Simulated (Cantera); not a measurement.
**Equilibrium for silicon oxide and oxynitride deposition: SiF4 + O3 + H2**

Feed: 1 mol SiF4, 0.097 mol O3, 0.12 mol H2, held at 1302 °C and 280 Pa.

These are equilibrium values from Cantera (NASA tables, ideal gas, pure condensed phases), not measurements of a reactor. Candidate condensed phases: H2O, Si, SiO2; 38 gas species. The tables' values for SiF3 are old estimates; treat these amounts as uncertain. The tables hold silica as quartz up to 1696 K and as liquid above; real silica turns to tridymite and cristobalite and melts near 1996 K. Equilibrium is a limit: real reactors are often held back by kinetics, nucleation or transport.

| Property | Value |
|---|---|
| x(SiF4) | 0.743 |
| x(HF) | 0.189 |
| x(O2) | 0.0675 |
| x(H2O) | 0.000428 |
| x(O) | 5.26e-5 |
| x(OH) | 3.12e-5 |
| x(SiF3) | 2.43e-5 |
| x(F) | 1.74e-5 |
| n(SiO2(β-quartz)) | 0.0597 mol |
| gas amount | 1.265 mol |
| log10 activity of Si(s) (absent) | -17.19 |
